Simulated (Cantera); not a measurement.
# Oxide etching and cleaning by halides: MgO + HCl

Input: 1 mol MgO, 2.5 mol HCl, at 1923.15 K.

Cantera equilibrium calculation (NASA polynomials, part measured and part estimated; ideal gas, pure solids and liquids). Candidate condensed phases: H2O, Mg, MgCl2, MgO, Mg(OH)2; 22 gas species. Kinetics and transport are ignored.

From 1.00 Pa to 100000 Pa the condensed part is MgO(s). The main Mg-bearing gas is Mg at 1.00 Pa and MgCl2 at 100000 Pa. The share of Mg in condensed phases is highest at 46.0 Pa (61.3 %) and lowest at 1.00 Pa (21.3 %).

```tsv
P (Pa)	log p HCl	log p Cl	log p MgCl2	log p H2O	log p Mg	log p H	log p H2	log p O2	log p O	log p OH	n MgO(s)
1	-5.60	-5.53	-6.46	-5.95	-5.81	-6.25	-6.44	-6.62	-6.75	-6.82	0.213
6.80	-4.50	-4.92	-5.14	-5.06	-5.70	-5.75	-5.45	-6.84	-6.86	-6.43	0.594
46	-3.58	-4.37	-4.19	-4.19	-5.85	-5.39	-4.72	-6.53	-6.71	-5.92	0.613
320	-2.71	-3.80	-3.31	-3.31	-6.11	-5.08	-4.11	-6.01	-6.45	-5.35	0.602
2200	-1.85	-3.24	-2.45	-2.46	-6.39	-4.79	-3.53	-5.46	-6.17	-4.78	0.593
15000	-1.01	-2.68	-1.61	-1.61	-6.66	-4.50	-2.96	-4.91	-5.90	-4.22	0.588
100000	-0.18	-2.13	-0.78	-0.78	-6.93	-4.22	-2.40	-4.38	-5.63	-3.68	0.586
```
log p: log10 of the partial pressure in bar; n: condensed amount in mol.
